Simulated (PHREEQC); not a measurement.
HCl is added in steps, without added water, to 1 kg of water holding 0.00051 mol Ag2SO4, 0.012 mol KNO3 and 0.011 mol Cu(NO3)2, at 25 °C. Oxygen is held at 0.21 atm. No CO2 enters from the air. Only these solids could form: Cu(OH)2, Brochantite, Antlerite, Atacamite, Cu2(OH)3NO3, Cerargyrite, Ag2O, Ag2SO4, Chalcanthite.

Base run: PHREEQC, ion-association model, wateq4f.dat. Each further column changes one thing. The table gives Ag+ (mol/kgw).

```
HCl added (mol)     base  Ag2SO4 from 0.00051 to 0.000255 mol/kgw  diluted 100-fold with water  Cu(NO3)2 from 0.011 to 0.0099 mol/kgw  no solid may form
---------------  -------  ---------------------------------------  ---------------------------  -------------------------------------  -----------------
0                0.00101                                 0.000503                      1.02e-5                                0.00101            0.00101
0.002437         1.89e-7                                  1.39e-7                      8.25e-8                                1.87e-7           0.000307
0.004063         8.85e-8                                        ?                            ?                                8.74e-8                  ?
0.0065           4.95e-8                                        ?                      3.27e-8                                4.89e-8            9.55e-5
0.008937         3.45e-8                                        ?                      2.44e-8                                3.41e-8            6.03e-5
0.01056          2.87e-8                                  2.73e-8                      2.09e-8                                2.84e-8            4.67e-5
0.013            2.30e-8                                  2.21e-8                      1.74e-8                                2.28e-8                  ?
```

Question: Some entries are withheld; supply them.

Answer: 
- 0.004063, Ag2SO4 from 0.00051 to 0.000255 mol/kgw: 7.58e-8
- 0.004063, diluted 100-fold with water: 5.08e-8
- 0.004063, no solid may form: 0.000176
- 0.0065, Ag2SO4 from 0.00051 to 0.000255 mol/kgw: 4.53e-8
- 0.008937, Ag2SO4 from 0.00051 to 0.000255 mol/kgw: 3.24e-8
- 0.013, no solid may form: 3.37e-5

 In at least one series the solution becomes supersaturated in solids that the run did not let form, among them Brochantite, Antlerite, Cerargyrite.
